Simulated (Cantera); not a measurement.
Charge: 1 mol CuO, 4.2 mol H₂, at 1577 °C.

Method: chemical equilibrium by Gibbs-energy minimisation in Cantera with the NASA 1993 tables (ideal gas, pure condensed phases). Candidate condensed phases: Cu, CuO, Cu(OH)₂, Cu₂O, H₂O; 12 gas species. Rates play no part.

Question: What share of the Cu ends up in condensed phases as a function of P (Pa), at 10, 100, 1000, 10000, 100000, 1000000?

Answer: 
```tsv
P (Pa)	Cu condensed (%)	as
10	0.0	-
100	0.0	-
1000	55.6	Cu(l)
10000	96.0	Cu(l)
100000	99.6	Cu(l)
1000000	100.0	Cu(l)
```
